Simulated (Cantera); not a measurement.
# N2O furnace oxynitridation

An isothermal, constant-pressure homogeneous reactor starts with N2O : H2O = 4.8 : 0.018 (molar parts), at 1250 K and 0.0405 atm.

Model: GRI-Mech 3.0 (53 species, 325 reactions), integrated in Cantera. GRI-Mech 3.0 was tuned for natural gas; its chemistry of N2O as a main component is partial and can be far from experiment. Radical loss at walls, strong at low pressure, is not modelled. The mechanism lacks the step 2 NO + O2 → 2 NO2, which can matter for NO2 below about 1400 K. The temperature is held fixed by assumption; the heat of reaction is taken as removed at once.

```csv
t (s),x N2O,x H2O,x OH,x H,x HO2,x H2
0.000800,0.996,0.00374,1.74e-7,3.89e-11,9.99e-9,1.18e-12
0.00168,0.996,0.00374,3.74e-7,8.81e-11,4.85e-8,1.05e-11
0.00354,0.996,0.00374,7.20e-7,1.84e-10,2.02e-7,8.18e-11
0.00744,0.996,0.00373,1.26e-6,3.64e-10,6.78e-7,4.81e-10
0.0157,0.995,0.00373,2.24e-6,6.92e-10,1.55e-6,1.80e-9
0.0329,0.993,0.00373,4.16e-6,1.18e-9,2.02e-6,4.93e-9
0.0693,0.990,0.00372,6.06e-6,1.55e-9,1.68e-6,1.01e-8
0.146,0.982,0.00371,7.49e-6,1.75e-9,1.17e-6,1.43e-8
0.307,0.967,0.00370,8.74e-6,1.88e-9,7.57e-7,1.35e-8
0.645,0.937,0.00366,9.81e-6,2.00e-9,4.49e-7,1.01e-8
1.36,0.877,0.00358,1.06e-5,2.16e-9,2.38e-7,8.54e-9
2.85,0.767,0.00344,1.09e-5,2.38e-9,1.14e-7,8.21e-9
6.00,0.587,0.00322,1.08e-5,2.73e-9,4.97e-8,8.61e-9
```
x: mole fraction; the columns are a selection and need not sum to one.

Equilibrium at this temperature and pressure: N2O 4.15e-9, H2O 0.00249, OH 2.27e-6, H 6.54e-11, HO2 2.29e-9, H2 7.41e-10 (gas phase only).
